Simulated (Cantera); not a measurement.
Charge: 1 mol SiCl₄, 2.8 mol H₂, equilibrated at 1775 K and 1.33 mbar.

Method: chemical equilibrium by Gibbs-energy minimisation in Cantera with the NASA 1993 tables (ideal gas, pure condensed phases). Candidate condensed phases: Si; 19 gas species. The tables' values for SiCl₃, SiCl are old estimates; treat these amounts as uncertain. Equilibrium is a limit: real reactors are often held back by kinetics, nucleation or transport.

Q: What is the equilibrium state?

A: 
| Property | Value |
|---|---|
| x(HCl) | 0.409 |
| x(H₂) | 0.374 |
| x(SiCl₂) | 0.204 |
| x(H) | 0.00485 |
| x(Cl) | 0.00407 |
| x(SiCl₃) | 0.00281 |
| x(SiCl) | 0.000575 |
| x(Si) | 0.000234 |
| x(SiCl₄) | 6.55e-5 |
| gas amount | 4.817 mol |
| log10 activity of Si(l) (absent) | -0.85 |
